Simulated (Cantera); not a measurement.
Charge: 1 mol CH₂F₂, 0.011 mol CH₄, 2.8 mol H₂, held at 2150 °C and 94.0 mbar.

Cantera equilibrium calculation (NASA polynomials, part measured and part estimated; ideal gas, pure solids and liquids). Candidate condensed phases: C, C₆H₆, C₇H₈, C₈H₁₈; 95 gas species. Kinetics and transport are ignored.

Base state: H₂ 0.547, HF 0.406, H 0.0428, C₂H₂ (acetylene) 0.00424, F 5.40e-5, C₂H 2.01e-5, C₄H₂ 1.35e-5 (mole fractions); condensed: C(graphite).

Question: What changes in the equilibrium state with this change: temperature from 2150 °C to 527 °C?

Answer: 
```tsv
species	before	after
H₂	0.547	0.534
HF	0.406	0.430
CH₄	4.80e-6	0.0361
H	0.0428	<1e-9
C₂H₂ (acetylene)	0.00424	<1e-9
F	5.40e-5	<1e-9
C₂H	2.01e-5	<1e-9
C(graphite), mol	0.969	0.843
```
